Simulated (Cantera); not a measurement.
What does this Cantera script print?

```python
import numpy as np
import cantera as ct

gas = ct.Solution("gri30.yaml")
gas.TPX = 500, 230000, {'CH4': 0.78, 'O2': 2.44, 'N2': 9.17}
flame = ct.FreeFlame(gas, width=0.022)
flame.set_refine_criteria(ratio=3, slope=0.08, curve=0.16)
flame.transport_model = "mixture-averaged"
flame.solve(loglevel=0, auto=True)
z, T = flame.grid, flame.T
thick = (T[-1] - T[0]) / np.gradient(T, z).max()
show = ['CH4', 'O2', 'NO2', 'CH2O', 'CH3', 'C2H']
print(f"laminar burning velocity  {flame.velocity[0] * 100:.3f} cm/s")
print(f"burnt temperature         {T[-1]:.1f} K")
print(f"thermal thickness         {thick * 1e3:.4f} mm")
print(f"grid points               {len(z)}")
z0 = z[flame.heat_release_rate.argmax()]
print(f"{'z/mm':>9s}{'T/K':>9s}{'u/(m/s)':>9s}" + "".join(f"{s:>11s}" for s in show))
rows = []
for k in (-3, -2, -1.5, -1, -0.5, -0.25, 0, 0.25, 0.5, 1, 2, 4, 8):
    zz = z0 + k * thick
    rows.append([k * thick, np.interp(zz, z, T), np.interp(zz, z, flame.velocity),
                 *(np.interp(zz, z, flame.X[gas.species_index(s)]) for s in show)])
    print(f"{rows[-1][0] * 1e3:9.3f}{rows[-1][1]:9.1f}{rows[-1][2]:9.3f}" + "".join(f"{x:11.3e}" for x in rows[-1][3:]))
```

It prints:

```
laminar burning velocity  31.407 cm/s
burnt temperature         1888.2 K
thermal thickness         0.3180 mm
grid points               131
     z/mm      T/K  u/(m/s)        CH4         O2        NO2       CH2O        CH3        C2H
   -0.954    501.0    0.315  6.286e-02  1.968e-01  4.089e-10  4.876e-07  5.326e-09  2.018e-26
   -0.636    508.5    0.320  6.234e-02  1.962e-01  4.943e-09  6.548e-06  4.687e-08  2.151e-23
   -0.477    529.1    0.333  6.108e-02  1.947e-01  2.004e-08  2.896e-05  1.749e-07  1.761e-21
   -0.318    622.2    0.393  5.577e-02  1.874e-01  9.755e-08  1.739e-04  1.404e-06  2.455e-18
   -0.159    965.1    0.613  3.687e-02  1.577e-01  1.929e-07  8.057e-04  6.125e-05  2.118e-13
   -0.080   1279.1    0.815  1.949e-02  1.276e-01  8.060e-08  9.298e-04  3.808e-04  7.737e-11
    0.000   1590.2    1.014  3.740e-03  9.457e-02  1.449e-08  3.695e-04  4.397e-04  5.363e-09
    0.080   1723.4    1.094  1.436e-04  7.917e-02  6.233e-09  2.475e-05  2.625e-05  1.303e-09
    0.159   1778.8    1.125  3.495e-06  7.486e-02  7.230e-09  6.894e-07  7.426e-07  2.399e-11
    0.318   1834.0    1.156  3.437e-09  7.230e-02  1.013e-08  7.487e-10  9.053e-10  9.284e-15
    0.636   1869.4    1.176  2.171e-13  7.136e-02  1.396e-08  2.609e-13  7.293e-14  1.050e-18
    1.272   1883.8    1.184  2.960e-16  7.123e-02  1.412e-08  2.024e-14  6.966e-16  1.950e-21
    2.544   1887.8    1.187  1.336e-16  7.125e-02  1.263e-08  4.016e-15  2.237e-16  2.294e-23
```

Detailed kinetics in Cantera: GRI-Mech 3.0 (53 species, 325 reactions). Burning velocities carry a grid error of a few per cent, more on coarse grids.
